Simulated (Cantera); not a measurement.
Feed: 1 mol Fe2O3, 2.1 mol H2S, 0.096 mol H2O, equilibrated at 998.15 K and 0.830 bar.

These are equilibrium values from Cantera (NASA tables, ideal gas, pure condensed phases), not measurements of a reactor. Candidate condensed phases: Fe, FeO, Fe(OH)2, Fe(OH)3, FeS, FeSO4, FeS2, Fe2O3, Fe2(SO4)3, Fe3O4, H2O, H2SO4, S; 22 gas species. FeS: taken at fixed stoichiometry. Gases not in the tables: S3 to S7. Kinetics and transport are ignored.

Base state: H2O 0.857, SO2 0.119, H2S 0.0172, S2 0.00458, H2 0.00201, S2O 0.000337 (mole fractions); condensed: FeS(s) + Fe3O4(s).

Task: What changes in the equilibrium state with this change: temperature from 998.15 K to 1475 K?

Result: 
| species | before | after |
|---|---|---|
| H2O | 0.857 | 0.778 |
| SO2 | 0.119 | 0.120 |
| H2 | 0.00201 | 0.0415 |
| S2 | 0.00458 | 0.0306 |
| H2S | 0.0172 | 0.0271 |
| SH | 2.45e-6 | 0.000521 |
| SO | 6.02e-6 | 0.00111 |
| S2O | 0.000337 | 0.00121 |
| FeS(s), mol | 1.74 | 0 |
| Fe3O4(s), mol | 0.0882 | 0 |
| FeO(s), mol | 0 | 0.450 |
| FeS(l), mol | 0 | 1.55 |
Metal and sulfide melt together well below either melting point, which pure phases cannot show. Mutual solubility and eutectic melting of coexisting phases are not modelled. The tables' stoichiometric FeO is somewhat more stable than real wüstite, so its field is too wide. FeO, FeS: taken at fixed stoichiometry.

Task: What changes in the equilibrium state with this change: temperature from 998.15 K to 698 K?

Result: 
| species | before | after |
|---|---|---|
| H2O | 0.857 | 0.993 |
| H2S | 0.0172 | 0.00582 |
| H2 | 0.00201 | 0.000939 |
| SO2 | 0.119 | 5.75e-6 |
| S2O | 0.000337 | 1.74e-9 |
| S2 | 0.00458 | 2.34e-7 |
| FeS(s), mol | 1.74 | 0.541 |
| Fe3O4(s), mol | 0.0882 | 0.229 |
| FeS2(s), mol | 0 | 0.773 |

Task: What changes in the equilibrium state with this change: temperature from 998.15 K to 1273.15 K?

Result: 
```json
[
 {"species": "H2O", "before": "0.857", "after": "0.837"},
 {"species": "SO2", "before": "0.119", "after": "0.115"},
 {"species": "H2S", "before": "0.0172", "after": "0.0202"},
 {"species": "H2", "before": "0.00201", "after": "0.0149"},
 {"species": "S2", "before": "0.00458", "after": "0.0125"},
 {"species": "SH", "before": "2.45e-6", "after": "7.67e-5"},
 {"species": "SO", "before": "6.02e-6", "after": "0.000180"},
 {"species": "S2O", "before": "0.000337", "after": "0.000639"},
 {"species": "FeS(s), mol", "before": "1.74", "after": "1.69"},
 {"species": "Fe3O4(s), mol", "before": "0.0882", "after": "0.102"}
]
```
Mutual solubility and eutectic melting of coexisting phases are not modelled.
